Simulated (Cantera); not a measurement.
# Thermodynamics of roasting and sulfation, feed MgCO3 + O2 + H2S

Feed: 1 mol MgCO3, 1.2 mol O2, 0.34 mol H2S, at 12.0 mbar.

These are equilibrium values from Cantera (NASA tables, ideal gas, pure condensed phases), not measurements of a reactor. Candidate condensed phases: C, C6H6, C7H8, C8H18, H2O, H2SO4, Mg, MgCO3, MgO, Mg(OH)2, MgS, MgSO4, S; 130 gas species. Mutual solubility and eutectic melting of coexisting phases are not modelled. Rates play no part.

```json
[
 {"T (°C)": "402", "log p CO2": "-2.19", "log p O2": "-2.47", "log p H2O": "-2.66", "log p SO2": "-13.86", "log p SO3": "-12.37", "log p OH": "-12.30", "n MgO(s)": "0.660", "n MgSO4(s)": "0.340"},
 {"T (°C)": "502", "log p CO2": "-2.19", "log p O2": "-2.47", "log p H2O": "-2.66", "log p SO2": "-10.05", "log p SO3": "-9.54", "log p OH": "-10.68", "n MgO(s)": "0.660", "n MgSO4(s)": "0.340"},
 {"T (°C)": "602", "log p CO2": "-2.19", "log p O2": "-2.47", "log p H2O": "-2.66", "log p SO2": "-7.12", "log p SO3": "-7.37", "log p OH": "-9.43", "n MgO(s)": "0.660", "n MgSO4(s)": "0.340"},
 {"T (°C)": "702", "log p CO2": "-2.19", "log p O2": "-2.47", "log p H2O": "-2.66", "log p SO2": "-4.82", "log p SO3": "-5.66", "log p OH": "-8.44", "n MgO(s)": "0.663", "n MgSO4(s)": "0.337"},
 {"T (°C)": "802", "log p CO2": "-2.26", "log p O2": "-2.46", "log p H2O": "-2.73", "log p SO2": "-2.95", "log p SO3": "-4.28", "log p OH": "-7.66", "n MgO(s)": "0.871", "n MgSO4(s)": "0.129"},
 {"T (°C)": "902", "log p CO2": "-2.29", "log p O2": "-2.46", "log p H2O": "-2.76", "log p SO2": "-2.77", "log p SO3": "-4.50", "log p OH": "-7.00", "n MgO(s)": "1.00", "n MgSO4(s)": "0"},
 {"T (°C)": "1002", "log p CO2": "-2.30", "log p O2": "-2.46", "log p H2O": "-2.76", "log p SO2": "-2.77", "log p SO3": "-4.83", "log p OH": "-6.43", "n MgO(s)": "1.00", "n MgSO4(s)": "0"},
 {"T (°C)": "1102", "log p CO2": "-2.30", "log p O2": "-2.46", "log p H2O": "-2.76", "log p SO2": "-2.77", "log p SO3": "-5.12", "log p OH": "-5.95", "n MgO(s)": "1.00", "n MgSO4(s)": "0"},
 {"T (°C)": "1202", "log p CO2": "-2.30", "log p O2": "-2.46", "log p H2O": "-2.76", "log p SO2": "-2.77", "log p SO3": "-5.36", "log p OH": "-5.53", "n MgO(s)": "1.00", "n MgSO4(s)": "0"},
 {"T (°C)": "1302", "log p CO2": "-2.30", "log p O2": "-2.46", "log p H2O": "-2.77", "log p SO2": "-2.76", "log p SO3": "-5.58", "log p OH": "-5.16", "n MgO(s)": "1.00", "n MgSO4(s)": "0"},
 {"T (°C)": "1402", "log p CO2": "-2.30", "log p O2": "-2.46", "log p H2O": "-2.77", "log p SO2": "-2.76", "log p SO3": "-5.77", "log p OH": "-4.84", "n MgO(s)": "1.000", "n MgSO4(s)": "0"},
 {"T (°C)": "1502", "log p CO2": "-2.30", "log p O2": "-2.46", "log p H2O": "-2.77", "log p SO2": "-2.77", "log p SO3": "-5.93", "log p OH": "-4.56", "n MgO(s)": "1.000", "n MgSO4(s)": "0"},
 {"T (°C)": "1602", "log p CO2": "-2.30", "log p O2": "-2.46", "log p H2O": "-2.77", "log p SO2": "-2.77", "log p SO3": "-6.08", "log p OH": "-4.30", "n MgO(s)": "1.000", "n MgSO4(s)": "0"}
]
```
log p: log10 of the partial pressure in bar; n: condensed amount in mol.

From 402 °C to 802 °C the condensed part is MgO(s) + MgSO4(s). From 902 °C to 1602 °C the condensed part is MgO(s).
